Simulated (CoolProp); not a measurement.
Vapour pressure (kPa) of R1234yf: the reference equation beside estimates from Tc = 367.8 K, pc = 3384 kPa, ω = 0.276. Clausius-Clapeyron is anchored at 266.5 K with a constant enthalpy of vaporisation of 19.12 kJ/mol.

Model: reference Helmholtz-energy equation of state, Lemmon 2022, in CoolProp.

```tsv
T (K)	reference	Lee-Kesler	Clausius-Clapeyron	van der Waals	Peng-Robinson
266.5	250.5	251.6	250.5	806.6	249.8
269.1	274.7	276.1	272.3	(withheld)	273.9
271.6	299.6	301.3	294.6	885.7	298.8
274.2	(withheld)	329.4	319.2	927.9	326.4
276.8	356.9	359.3	345.4	971.3	356.0
279.4	(withheld)	391.3	373.1	1016	387.6
281.9	(withheld)	423.9	401.4	1060	420.0
284.5	456.4	460.0	432.5	1108	455.7
287.1	494.4	498.3	465.3	1156	493.8
289.7	534.7	539.0	(withheld)	1206	534.2
292.2	575.7	(withheld)	535.2	1255	575.4
294.8	620.7	625.7	573.6	1308	620.7
297.4	668.4	673.7	614.1	1362	668.6
299.9	716.8	722.4	655.0	1415	717.4
302.5	769.9	775.7	699.7	1472	770.8
```

Fill in the missing entries.


- 269.1, van der Waals: 846.3
- 274.2, reference: 327.3
- 279.4, reference: 388.4
- 281.9, reference: 420.7
- 289.7, Clausius-Clapeyron: 500.0
- 292.2, Lee-Kesler: 580.3

Absolute difference from the reference over all 15 rows, mean and median: Lee-Kesler 0.7 and 0.8 %, Clausius-Clapeyron 5.0 and 5.2 %, van der Waals 147.9 and 142.8 %, Peng-Robinson 0.2 and 0.2 %.
